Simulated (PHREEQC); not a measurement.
0.022 g of hydrous ferric oxide (600 m²/g; 0.2 weak and 0.005 strong sites per Fe, Dzombak-Morel constants, diffuse double layer) in 1 kg of water with 0.05 mol/kgw of an inert sodium salt and 1.4e-06 mol H3BO3 and 3.7e-07 mol Na2SO4, at 25 °C; the pH is set by adding NaOH or the inert anion's acid. Oxygen alone is held at its pressure in air (log pO2 = -0.68). No CO2 enters from the air. Nothing may precipitate in this run.

Base run: PHREEQC, ion-association model, wateq4f.dat. Each further column changes one thing. The table gives surface charge σ (C/m²).

| pH | base | background salt from 0.05 to 0.005 mol/kgw | oxide from 0.022 to 0.11 g/kgw |
|---|---|---|---|
| 4 | 0.290 | 0.179 | 0.293 |
| 5 | 0.179 | 0.088 | 0.180 |
| 6 | 0.089 | 0.037 | 0.089 |
| 6.5 | 0.057 | 0.022 | 0.057 |
| 7.5 | 0.017 | 0.006 | 0.017 |
| 8.5 | -0.010 | -0.004 | -0.010 |
| 9.5 | -0.046 | -0.018 | -0.046 |
| 10 | -0.074 | -0.030 | -0.074 |
| 11 | -0.158 | -0.081 | -0.158 |
| 12 | -0.281 | -0.215 | -0.281 |
